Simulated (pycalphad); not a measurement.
Source of the numbers: pycalphad with the COST 507 light-alloy database (1999); pressure 1 atm. The database dates from 1999; later assessments differ in places, in temperatures and in the compounds included. Phase fractions are per mole of atoms.

Q: Give the equilibrium state of Al-0.6606Si-1.918C (wt.%) at 1377 °C.

A: 
```
T = 1650.00 K, P = 101325 Pa, N = 1 mol of atoms
G = -95359 J/mol, H = 46946 J/mol, S = 86.25 J/(mol K)  (SER reference)
chemical potentials (J/mol): Al -96233, Si -145526, C -68211
phase             fraction      x(Al)      x(Si)       x(C)
LIQUID              0.9033     0.9924     0.0068   0.000748
AL4C3               0.0967     0.5711   0.000298     0.4286
```

Q: Give the equilibrium state of Al-0.6606Si-1.918C (wt.%) at 497 °C.

A: fcc, fraction 0.904, with 0.02 Si, <0.01 C wt.%; AL8SIC7, fraction 0.096, with 8.6 Si, 25.6 C wt.%.

Database names, with the compositions (at.%) that they take in these runs: AL4C3: Al 57 C 43; AL8SIC7: Al 50 C 44 Si 6.
